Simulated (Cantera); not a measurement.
An isothermal plug-flow reactor at 550 K and 76000 Pa (inlet), inlet velocity 2.3 m/s, active area per volume 3400 1/m; feed H2 : O2 : N2 : H2O = 0.015 : 0.026 : 0.79 : 0.0075 (molar parts), equivalence ratio 0.29.

Cantera simulation using Deutschmann's 1995 Pt surface mechanism with GRI-Mech 3.0 gas chemistry; the numbers are that mechanism's predictions, not measurements. Catalytic surfaces can have several steady states; this one follows from the mechanism file's or the stated starting coverage. Mass transfer to the wall is taken as infinitely fast.

**Question.** What does this change do: inlet velocity 2.3 to 4.5 m/s?

**Answer.** 
```tsv
quantity	before	after
x(H2) at z = 0.0032 m	0.000107	0.000209
x(O2) at z = 0.0032 m	0.0223	0.0224
x(H2O) at z = 0.0032 m	0.0270	0.0269
θ(free Pt) at the exit	0.00745	0.0146
θ(O*) at the exit	0.984	0.973
θ(OH*) at the exit	0.00869	0.0121
```

**Question.** What does this change do: area per volume 3400 to 830 1/m?

**Answer.** 
| quantity | before | after |
|---|---|---|
| x(H2) at z = 0.0032 m | 0.000107 | 0.000440 |
| x(O2) at z = 0.0032 m | 0.0223 | 0.0225 |
| x(H2O) at z = 0.0032 m | 0.0270 | 0.0266 |
| θ(free Pt) at the exit | 0.00745 | 0.0304 |
| θ(O*) at the exit | 0.984 | 0.952 |
| θ(OH*) at the exit | 0.00869 | 0.0172 |

**Question.** What does this change do: area per volume 3400 to 5400 1/m?

**Answer.** 
| quantity | before | after |
|---|---|---|
| x(H2) at z = 0.0032 m | 0.000107 | 6.68e-5 |
| x(O2) at z = 0.0032 m | 0.0223 | 0.0223 |
| x(H2O) at z = 0.0032 m | 0.0270 | 0.0270 |
| θ(free Pt) at the exit | 0.00745 | 0.00471 |
| θ(O*) at the exit | 0.984 | 0.988 |
| θ(OH*) at the exit | 0.00869 | 0.00692 |
